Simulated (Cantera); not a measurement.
A closed system holds: 1 mol SiF₄, 2 mol N₂O, 1.4 mol H₂, held at 5.40e-5 bar.

Equilibrium computed with Cantera from the NASA thermochemical tables; the gas is ideal and each condensed phase is pure. Candidate condensed phases: H₂O, Si, SiO₂, Si₂N₂O, Si₃N₄; 58 gas species. The tables hold silica as quartz up to 1696 K and as liquid above; real silica turns to tridymite and cristobalite and melts near 1996 K. Equilibrium is a limit: real reactors are often held back by kinetics, nucleation or transport.

x: gas mole fraction; n: condensed amount in mol.

```
T (°C)   x HF   x N₂  x SiF₄    x H₂O    x O₂  x NO  n SiO₂(α-quartz)  n SiO₂(β-quartz)
------  -----  -----  ------  -------  ------  ----  ----------------  ----------------
427     0.355  0.388   0.105   0.0941  0.0582     ?             0.457                 0
477     0.398  0.383  0.0922   0.0694  0.0575     ?             0.519                 0
527     0.430  0.380  0.0823   0.0507  0.0570     ?             0.566                 0
577     0.454  0.377  0.0751   0.0370  0.0566     ?                 0             0.602
627     0.471  0.375  0.0699   0.0271  0.0563     ?                 0             0.628
677     0.484  0.374  0.0662   0.0201  0.0561     ?                 0             0.646
727     0.492  0.373  0.0635   0.0151  0.0560     ?                 0             0.660
777     0.498  0.372  0.0616   0.0115  0.0559     ?                 0             0.669
827     0.503  0.372  0.0603  0.00896  0.0558     ?                 0             0.676
877     0.506  0.372  0.0593  0.00707  0.0557     ?                 0             0.681
```

### Question
What belongs in the gaps?

### Answer

- 427, x NO: 1.04e-7
- 477, x NO: 2.93e-7
- 527, x NO: 7.24e-7
- 577, x NO: 1.61e-6
- 627, x NO: 3.30e-6
- 677, x NO: 6.25e-6
- 727, x NO: 1.11e-5
- 777, x NO: 1.87e-5
- 827, x NO: 3.01e-5
- 877, x NO: 4.64e-5
